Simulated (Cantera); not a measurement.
A closed system holds: 1 mol SiCl4, 1 mol Cl2, 6.9 mol H2, at 875 K and 1 atm.

Cantera equilibrium calculation (NASA polynomials, part measured and part estimated; ideal gas, pure solids and liquids). Candidate condensed phases: Si; 19 gas species. The numbers say what is thermodynamically allowed, not how fast it happens.

Base state: H2 0.662, HCl 0.225, SiCl4 0.112, SiHCl3 0.000718 (mole fractions); condensed: gas only.

Problem. What changes in the equilibrium state with this change: temperature from 875 K to 1275 K?

Solution. 
| species | before | after |
|---|---|---|
| H2 | 0.662 | 0.648 |
| HCl | 0.225 | 0.240 |
| SiCl4 | 0.112 | 0.0969 |
| SiHCl3 | 0.000718 | 0.0105 |
| SiCl2 | 3.03e-9 | 0.000861 |
| SiCl3 | 2.42e-6 | 0.00358 |
| SiH2Cl2 | 4.22e-7 | 0.000159 |
The tables' values for SiCl3 are old estimates; treat these amounts as uncertain.

Problem. What changes in the equilibrium state with this change: temperature from 875 K to 1200 K?

Solution. 
| species | before | after |
|---|---|---|
| H2 | 0.662 | 0.654 |
| HCl | 0.225 | 0.234 |
| SiCl4 | 0.112 | 0.103 |
| SiCl2 | 3.03e-9 | 0.000170 |
| SiCl3 | 2.42e-6 | 0.00141 |
The tables' values for SiCl3 are old estimates; treat these amounts as uncertain.
